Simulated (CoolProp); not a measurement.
Nitrogen along the isotherm 144.5 K: fugacity coefficient from the reference equation and from simpler models built on Tc = 126.2 K, pc = 3396 kPa, ω = 0.037; each cubic takes its own stable root.

Values from CoolProp's reference Helmholtz-energy equation of state, Span 2000.

```tsv
p (kPa)	phase	reference	van der Waals	Redlich-Kwong	Soave-Redlich-Kwong	Peng-Robinson
392	gas	0.9748	0.9755	0.9738	0.9741	0.9703
784	gas	0.9499	0.9512	0.9479	0.9485	0.9413
1180	gas	0.9250	0.9268	0.9221	0.9231	0.9125
1570	gas	0.9007	0.9028	0.8971	0.8984	0.8849
1960	gas	0.8767	0.8789	0.8724	0.8740	0.8578
2350	gas	0.8529	0.8551	0.8480	0.8499	0.8313
2740	gas	0.8294	0.8313	0.8240	0.8262	0.8053
3130	gas	0.8061	0.8075	0.8002	0.8028	0.7799
3530	supercritical	0.7824	0.7831	0.7762	0.7791	0.7544
3920	supercritical	0.7595	0.7591	0.7531	0.7564	0.7301
4310	supercritical	0.7368	0.7350	0.7303	0.7340	0.7064
4700	supercritical	0.7144	0.7108	0.7079	0.7120	0.6833
5090	supercritical	0.6923	0.6867	0.6860	0.6904	0.6608
```
